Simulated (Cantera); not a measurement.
Charge: 1 mol BF3, 1.2 mol H2O, at 1600 °C and 1000 Pa.

Cantera equilibrium calculation (NASA polynomials, part measured and part estimated; ideal gas, pure solids and liquids). Candidate condensed phases: B, B2O3, B3O3H3, H2O; 43 gas species. The tables' values for BF2 are old estimates; treat these amounts as uncertain. The numbers say what is thermodynamically allowed, not how fast it happens.

Problem. What is the equilibrium state?

Solution. 
| Property | Value |
|---|---|
| x(HF) | 0.628 |
| x(BOF) | 0.298 |
| x(H2O) | 0.0547 |
| x(HBO2) | 0.0102 |
| x(BF3) | 0.00472 |
| x(H2) | 0.00197 |
| x(O2) | 0.000828 |
| x(OH) | 0.000618 |
| x(H) | 0.000287 |
| gas amount | 3.189 mol |
| log10 activity of B(s) (absent) | -9.71 |
| log10 activity of B3O3H3(s) (absent) | -26.65 |
